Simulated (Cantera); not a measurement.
A Cantera script and what it prints.

```python
import numpy as np
import cantera as ct

gas_names = [...]  # 47 gases of nasa_gas.yaml made of H, N, O
cond_names = """
    H2O(s) H2O(L)
""".split()


# ... load() reads the species with a 1 bar reference pressure and builds the phases ...
atoms = {
    'N2O': {'N': 2, 'O': 1},
    'H2': {'H': 2},
    'O2': {'O': 2},
    'NH3': {'N': 1, 'H': 3},
}
top_T = {}  # K; cautious upper limits of use, not melting points


# ... equilibrate(T, P, feed) seeds the gas with the atoms and calls Mixture.equilibrate('TP', solver="vcs", rtol=1e-11, max_steps=5000) ...
results = []
feed = {'N2O': 1, 'H2': 0.35, 'O2': 0.14, 'NH3': 1.4}  # mol
P = 101325  # Pa
for T in [2500, 3000, 3500, 4000, 4500, 5000]:
    mix = equilibrate(T, P, feed)
    results.append((T, P, feed, dict(zip(mix.species_names, mix.species_moles))))

top = {s: max(r[3][s] / sum(r[3][g] for g in gas_names) for r in results) for s in gas_names}
cols = sorted((s for s in top if top[s] > 0.0001), key=lambda s: -top[s])[:6]
seen = [c for c in cond_names if any(r[3].get(c, 0) > 1e-12 for r in results)]
print("log10 of partial pressures in bar; condensed amounts in mol")
print(f"{'T/K':>10s}" + "".join(f"{s[:9]:>10s}" for s in cols + seen))
for T, P, feed, n in results:
    ng = sum(n[g] for g in gas_names)
    print(f"{T:10.4g}" + "".join(f"{np.log10(max(n[s] / ng * P / 1e5, 1e-99)):10.3f}" for s in cols)
          + "".join(f"{n.get(c, 0):10.4g}" for c in seen))
```

Output:

```
log10 of partial pressures in bar; condensed amounts in mol
       T/K         H        N2       H2O        H2         O        OH
      2500    -1.877    -0.386    -0.514    -0.555    -4.023    -2.519
      3000    -1.099    -0.411    -0.594    -0.595    -2.294    -1.577
      3500    -0.579    -0.499    -0.990    -0.701    -1.318    -1.205
      4000    -0.314    -0.604    -1.890    -1.034    -0.935    -1.404
      4500    -0.232    -0.652    -3.035    -1.541    -0.833    -1.880
      5000    -0.213    -0.677    -4.104    -2.042    -0.808    -2.367
```

Cantera equilibrium calculation (NASA polynomials, part measured and part estimated; ideal gas, pure solids and liquids).
